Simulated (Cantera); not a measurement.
# Roasting and sulfation: MgO + SO2 + N2

Feed: 1 mol MgO, 2.2 mol SO2, 31 mol N2, held at 927 °C and 10000 Pa.

Equilibrium computed with Cantera from the NASA thermochemical tables; the gas is ideal and each condensed phase is pure. Candidate condensed phases: Mg, MgO, MgS, MgSO4, S; 22 gas species. Kinetics and transport are ignored.

```json
{
 "x(N2)": "0.934",
 "x(SO2)": "0.0663",
 "x(SO)": "1.03e-6",
 "n(MgO(s))": "1.00 mol",
 "gas_amount": "33.20 mol",
 "log10 activity of S(l) (absent)": "-6.35",
 "log10 activity of Mg(l) (absent)": "-16.18"
}
```
